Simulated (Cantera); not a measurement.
Equilibrium for carbothermic reduction: MgO + CO + C

Input: 1 mol MgO, 5.1 mol CO, 0.4 mol C, at 2173 K and 1 atm.

These are equilibrium values from Cantera (NASA tables, ideal gas, pure condensed phases), not measurements of a reactor. Candidate condensed phases: C, Mg, MgCO₃, MgO; 15 gas species. Equilibrium is a limit: real reactors are often held back by kinetics, nucleation or transport.

```
Quantity                                    Value
--------------------------------------  ---------
x(CO)                                       0.931
x(Mg)                                      0.0682
x(CO₂)                                   0.000382
n(MgO(s))                               0.598 mol
gas amount                              5.902 mol
log10 activity of C(graphite) (absent)      -1.56
log10 activity of Mg(l) (absent)            -2.92
```
